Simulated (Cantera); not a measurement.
Input: 1 mol SiH2Cl2, 0.73 mol N2, 87 mol H2, at 1550 K and 143 Torr.

These are equilibrium values from Cantera (NASA tables, ideal gas, pure condensed phases), not measurements of a reactor. Candidate condensed phases: NH4Cl, Si, Si3N4; 28 gas species. The tables' values for SiCl3 are old estimates; treat these amounts as uncertain. Rates play no part.

Base state: H2 0.977, HCl 0.0206, N2 0.00133, SiCl2 0.000895, H 7.14e-5, SiCl3 1.48e-5 (mole fractions); condensed: Si3N4(s).

Question: What changes in the equilibrium state with this change: SiH2Cl2 replaced by SiF4?

Answer: 
```
species         before    after
-------------  -------  -------
H2               0.977    0.976
N2             0.00133  0.00821
SiF4                 0  0.00733
HCl             0.0206        0
HF                   0  0.00439
SiF3                 0  0.00233
SiHF3                0  0.00113
Si3N4(s), mol    0.306        0
```
The tables' values for SiF3, SiF2 are old estimates; treat these amounts as uncertain.
